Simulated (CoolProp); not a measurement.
Saturation properties of hydrogen chloride (Tc = 51.5 °C, pc = 83.14 bar, ω = 0.130).

Computed with CoolProp (reference Helmholtz-energy equation of state, Thol 2018).

```tsv
T (°C)	p (bar)	liquid density (kg/m³)	vapour density (kg/m³)
-14.65	17.31	982.5	36.41
-10.45	19.51	967.6	41.21
-6.25	21.92	952.0	46.57
-2.05	24.53	935.9	52.54
2.15	27.38	919.1	59.23
6.35	30.46	901.4	66.73
10.55	33.79	882.9	75.19
14.75	37.38	863.3	84.77
18.95	41.26	842.3	95.71
23.15	45.43	819.8	108.3
27.35	49.92	795.3	123.0
31.55	54.74	768.2	140.5
35.75	59.93	737.5	161.7
39.95	65.49	701.3	188.5
```

It boils at -85.0 °C under 1 atm.
